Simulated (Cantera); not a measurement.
Adiabatic ignition

An adiabatic, constant-volume homogeneous reactor starts with 9.81 % CO, 4.22 % H2, 1.96 % CH4, 17.7 % O2, 66.3 % N2, equivalence ratio 0.62, at 1598 K and 0.250 bar.

Cantera simulation using GRI-Mech 3.0 (53 species, 325 reactions); the numbers are that mechanism's predictions, not measurements.

| t (s) | T (K) | P (bar) | x CO | x H2 | x CH4 | x H | x O | x NO2 |
|---|---|---|---|---|---|---|---|---|
| 4.00e-6 | 1598 | 0.250 | 0.0981 | 0.0422 | 0.0196 | 1.60e-7 | 1.12e-7 | <1e-12 |
| 1.13e-5 | 1598 | 0.250 | 0.0981 | 0.0422 | 0.0196 | 6.15e-7 | 4.19e-7 | <1e-12 |
| 3.17e-5 | 1598 | 0.250 | 0.0981 | 0.0422 | 0.0196 | 5.68e-6 | 3.77e-6 | <1e-12 |
| 8.94e-5 | 1627 | 0.255 | 0.0986 | 0.0394 | 0.0157 | 0.00144 | 0.000619 | 2.34e-12 |
| 0.000252 | 2117 | 0.333 | 0.0558 | 0.00906 | <1e-12 | 0.0257 | 0.0353 | 2.24e-9 |
| 0.000710 | 2378 | 0.367 | 0.0515 | 0.00748 | <1e-12 | 0.0145 | 0.0259 | 3.52e-8 |
| 0.00200 | 2643 | 0.401 | 0.0424 | 0.00532 | <1e-12 | 0.00672 | 0.0161 | 7.28e-7 |
| 0.00563 | 2672 | 0.404 | 0.0404 | 0.00499 | <1e-12 | 0.00576 | 0.0141 | 2.97e-6 |
| 0.0159 | 2667 | 0.403 | 0.0401 | 0.00497 | <1e-12 | 0.00560 | 0.0135 | 4.58e-6 |
| 0.0447 | 2667 | 0.403 | 0.0401 | 0.00497 | <1e-12 | 0.00559 | 0.0135 | 4.73e-6 |
| 0.126 | 2667 | 0.403 | 0.0401 | 0.00497 | <1e-12 | 0.00559 | 0.0135 | 4.73e-6 |
| 0.355 | 2667 | 0.403 | 0.0401 | 0.00497 | <1e-12 | 0.00559 | 0.0135 | 4.73e-6 |
| 1.00 | 2667 | 0.403 | 0.0401 | 0.00497 | <1e-12 | 0.00559 | 0.0135 | 4.73e-6 |
x: mole fraction; the columns are a selection and need not sum to one.

* **time of steepest temperature rise**: 0.107 ms
* **temperature at 1.00 s**: 2667 K
* **equilibrium temperature**: 2667 K
* **x(CO) at 1.00 s**: 0.0401 (gas-phase equilibrium 0.0401)
* **x(H2) at 1.00 s**: 0.00497 (gas-phase equilibrium 0.00497)
* **x(CH4) at 1.00 s**: <1e-12 (gas-phase equilibrium <1e-12)
